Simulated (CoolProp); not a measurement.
Sulfur hexafluoride along the isotherm 277.4 K: fugacity coefficient from the reference equation and from simpler models built on Tc = 318.7 K, pc = 3755 kPa, ω = 0.210; each cubic takes its own stable root.

Values from CoolProp's reference Helmholtz-energy equation of state, Guder 2009.

```
p (kPa)   phase  reference
-------  ------  ---------
119         gas     0.9834
174         gas     0.9757
256         gas     0.9643
375         gas     0.9477
551         gas     0.9232
809         gas     0.8873
1190        gas     0.8338
1740     liquid     0.6576
2560     liquid     0.4623
3750     liquid     0.3312
5510     liquid     0.2420
8090     liquid     0.1825
11900    liquid     0.1438
17400    liquid     0.1211
25600    liquid     0.1114
37500    liquid     0.1164
```

Problem. How far does each simpler model (Redlich-Kwong, Soave-Redlich-Kwong) lie from the reference over these 16 states: mean and median of the absolute difference, and the worst?

Solution. 
- Redlich-Kwong: mean 9.0 %, median 12.7 %, worst +19.8 % at 277.4 K and 37500 kPa
- Soave-Redlich-Kwong: mean 2.2 %, median 2.0 %, worst +5.9 % at 277.4 K and 37500 kPa
